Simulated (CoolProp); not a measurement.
Properties of sulfur hexafluoride along the isobar 0.101 MPa.

The numbers come from the reference Helmholtz-energy equation of state, Guder 2009 in CoolProp.

```csv
T (°C),phase,cv (kJ/(kg K)),speed of sound (m/s),Joule-Thomson coefficient (K/MPa),isothermal compressibility (1/MPa),expansivity (1/kK),Prandtl number
9.35,gas,0.5832,131.4,10.91,10.04,3.698,0.790
30.45,gas,0.6177,136.2,8.868,10.01,3.411,0.782
51.65,gas,0.6495,140.8,7.358,9.986,3.167,0.776
72.85,gas,0.6785,145.3,6.212,9.970,2.959,0.772
94.05,gas,0.7048,149.6,5.318,9.957,2.777,0.769
115.15,gas,0.7286,153.8,4.608,9.947,2.618,0.766
136.35,gas,0.7503,157.9,4.029,9.938,2.477,0.764
157.55,gas,0.7699,161.9,3.551,9.932,2.350,0.762
178.65,gas,0.7877,165.7,3.152,9.926,2.237,0.760
```

Viscosity comes from a separate model (Quiñones-Cisneros 2012). Thermal conductivity comes from a separate model (Assael 2012).
